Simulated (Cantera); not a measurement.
Input (Python, Cantera) and output of one run.

```python
import numpy as np
import cantera as ct

gas_names = """
    C CH CH2 CH3 CH2OH CH3O CH4 CH3OH CO CO2 COOH C2 C2H CHCO,ketyl C2H2,acetylene C2H2,vinylidene
    CH2CO,ketene C2H3,vinyl CH3CO,acetyl C2H4 C2H4O,ethylen CH3CHO,ethanal CH3COOH (HCOOH)2 C2H5 C2H6
    CH3OCH3 C2H5OH C2O C3 C3H3,propargyl C3H4,allene C3H4,propyne C3H4,cyclo- C3H5,allyl C3H6,propylene
    C3H6,cyclo- C3H6O C3H7,n-propyl C3H7,i-propyl C3H8 C3H8O,1propanol C3H8O,2propanol C3O2 C4 C4H2
    C4H4,1,3-cyclo- C4H6,butadiene C4H6,2-butyne C4H6,cyclo- C4H8,1-butene C4H8,cis2-buten
    C4H8,tr2-butene C4H8,isobutene C4H8,cyclo- (CH3COOH)2 C4H9,n-butyl C4H9,i-butyl C4H9,s-butyl
    C4H9,t-butyl C4H10,isobutane C4H10,n-butane C5 C5H6,1,3cyclo- C5H8,cyclo- C5H10,1-pentene
    C5H10,cyclo- C5H11,pentyl C5H11,t-pentyl C5H12,n-pentane C5H12,i-pentane CH3C(CH3)2CH3 C6H2
    C6H5,phenyl C6H5O,phenoxy C6H6 C6H5OH,phenol C6H10,cyclo- C6H12,1-hexene C6H12,cyclo- C6H13,n-hexyl
    C7H7,benzyl C7H8 C7H8O,cresol C7H14,1-heptene C7H15,n-heptyl C7H16,n-heptane C8H8,styrene
    C8H10,ethylbenz C8H16,1-octene C8H17,n-octyl C8H18,isooctane C8H18,n-octane C9H19,n-nonyl
    C10H8,naphthale C10H21,n-decyl C12H9,o-bipheny C12H10,bipheny H HCO HO2 H2 HCHO,formaldehy HCOOH H2O
    H2O2 O OH O2 O3 Si SiC SiC2 SiC4H12 SiH SiH2 SiH3 SiH4 SiO SiO2 Si2 Si2C Si3
""".split()
cond_names = """
    C(gr) C6H6(L) C7H8(L) C8H18(L),n-octa H2O(s) H2O(L) Si(cr) Si(L) SiC(b) SiO2(Lqz) SiO2(hqz) SiO2(L)
""".split()


def load(file, names, dense=False):
    # The tables refer to 1 bar. Condensed volumes are neglected.
    table = {s.name: s for s in ct.Species.list_from_file(file)}
    out = []
    for n in names:
        d = dict(table[n].input_data)
        d["thermo"] = dict(d["thermo"], **{"reference-pressure": 1e5})
        if dense:
            d["equation-of-state"] = {"model": "constant-volume", "density": "1e6 g/cm^3"}
        out.append(ct.Species.from_dict(d))
    return out


gas = ct.Solution(thermo="ideal-gas", species=load("nasa_gas.yaml", gas_names))
cond = {s.name: ct.Solution(thermo="fixed-stoichiometry", species=[s], name=s.name)
        for s in load("nasa_condensed.yaml", cond_names, dense=True)}
atoms = {
    'Si': {'Si': 1},
    'CO2': {'C': 1, 'O': 2},
    'H2': {'H': 2},
}
top_T = {'C(gr)': 4500, 'SiC(b)': 3050}  # K; cautious upper limits of use, not melting points


def equilibrate(T, P, feed):
    n = {}
    for name, mol in feed.items():
        for a, k in atoms[name].items():
            n[a] = n.get(a, 0.0) + k * mol
    gas.TPX = T, P, n
    mass = sum(n.values()) * gas.mean_molecular_weight
    gas.equilibrate("TP")
    valid = [c for c in cond.values() if c.min_temp <= T <= top_T.get(c.name, c.max_temp)]
    mix = ct.Mixture([(gas, mass / gas.mean_molecular_weight)] + [(c, 0.0) for c in valid])
    mix.T, mix.P = T, P
    mix.equilibrate("TP", solver="vcs", rtol=1e-11, max_steps=5000)
    return mix


results = []
feed = {'Si': 1, 'CO2': 0.1, 'H2': 44}  # mol
P = 10000  # Pa
for T in [698, 773, 848, 923, 998, 1073, 1148, 1223, 1298, 1373, 1448, 1523]:
    mix = equilibrate(T, P, feed)
    results.append((T, P, feed, dict(zip(mix.species_names, mix.species_moles))))

top = {s: max(r[3][s] / sum(r[3][g] for g in gas_names) for r in results) for s in gas_names}
cols = sorted((s for s in top if top[s] > 0.001), key=lambda s: -top[s])[:9]
seen = [c for c in cond_names if any(r[3].get(c, 0) > 1e-12 for r in results)]
print("log10 of partial pressures in bar; condensed amounts in mol")
print(f"{'T/K':>10s}" + "".join(f"{s[:9]:>10s}" for s in cols + seen))
for T, P, feed, n in results:
    ng = sum(n[g] for g in gas_names)
    print(f"{T:10.4g}" + "".join(f"{np.log10(max(n[s] / ng * P / 1e5, 1e-99)):10.3f}" for s in cols)
          + "".join(f"{n.get(c, 0):10.4g}" for c in seen))
```

Output:

```
log10 of partial pressures in bar; condensed amounts in mol
       T/K        H2       SiO    Si(cr)    SiC(b) SiO2(Lqz) SiO2(hqz)
       698    -1.000   -17.184    0.8003   0.09966       0.1         0
       773    -1.000   -14.635    0.8003   0.09973       0.1         0
       848    -1.000   -12.544    0.8002   0.09977         0       0.1
       923    -1.000   -10.799    0.8002   0.09981         0       0.1
       998    -1.000    -9.320    0.8002   0.09984         0       0.1
      1073    -1.000    -8.051    0.8001   0.09986         0       0.1
      1148    -1.000    -6.951    0.8001   0.09987         0   0.09997
      1223    -1.000    -5.988    0.7999   0.09988         0   0.09977
      1298    -1.000    -5.140    0.7986   0.09986         0   0.09838
      1373    -1.000    -4.386    0.7915   0.09961         0   0.09078
      1448    -1.001    -3.712    0.7602   0.09801         0   0.05622
      1523    -1.002    -3.357    0.7115   0.09421         0         0
```

Method: chemical equilibrium by Gibbs-energy minimisation in Cantera with the NASA 1993 tables (ideal gas, pure condensed phases). Mutual solubility and eutectic melting of coexisting phases are not modelled. The tables hold silica as quartz up to 1696 K and as liquid above; real silica turns to tridymite and cristobalite and melts near 1996 K.
